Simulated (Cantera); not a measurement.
A perfectly stirred reactor is fed with H2 : O2 = 0.04 : 1 (molar parts), at 29.3 Torr; it is held at 1198 K, and followed from long to short residence time.

Detailed kinetics in Cantera: GRI-Mech 3.0 (53 species, 325 reactions). Radical loss at walls, strong at low pressure, is not modelled. The temperature is held fixed by assumption; the heat of reaction is taken as removed at once.

```tsv
quantity	before	after
x(H2) at τ = 12.0 s	1.79e-5	1.19e-5
x(O2) at τ = 12.0 s	0.961	0.980
x(H2O) at τ = 12.0 s	0.0391	0.0197
x(OH) at τ = 12.0 s	0.000210	0.000143
x(O) at τ = 12.0 s	0.000149	0.000136
x(H2) at τ = 65.0 ms	0.000397	0.000243
x(O2) at τ = 65.0 ms	0.956	0.976
x(H2O) at τ = 65.0 ms	0.0379	0.0190
x(OH) at τ = 65.0 ms	0.00121	0.000812
x(O) at τ = 65.0 ms	0.00419	0.00351
```

Task: What was changed between the two runs?
A) H2 0.04 to 0.0078 parts
B) temperature 1198 to 1125 K
C) temperature 1198 to 1025 K
D) H2 0.04 to 0.02 parts

Result: D, H2 0.04 to 0.02 parts
